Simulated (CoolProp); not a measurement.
Aqueous lithium chloride as a coolant, 19 % by mass, freezing at -39.3 °C, 1 atm.

The numbers come from the Melinder's fits for secondary coolants in CoolProp.

```
T (°C)  Prandtl number  density (kg/m³)  cp (kJ/(kg K))  conductivity (W/(m K))
------  --------------  ---------------  --------------  ----------------------
-32.3              [?]             1119           2.996                   0.481
-25.2             57.9              [?]           3.036                   0.491
-18.1              [?]             1117           3.076                   0.501
-11               30.6             1116           3.116                   0.511
-3.9               [?]             1115           3.156                   0.521
3.2               18.7             1114           3.196                   0.531
10.3              15.3             1112           3.237                   0.541
17.4               [?]              [?]           3.277                   0.551
24.5              10.9             1108           3.317                   0.561
31.6              9.38             1106           3.357                     [?]
```

### Question
Some entries are withheld; supply them.

### Answer

- -32.3, Prandtl number: 85.1
- -25.2, density (kg/m³): 1118
- -18.1, Prandtl number: 41.2
- -3.9, Prandtl number: 23.5
- 17.4, Prandtl number: 12.8
- 17.4, density (kg/m³): 1110
- 31.6, conductivity (W/(m K)): 0.570
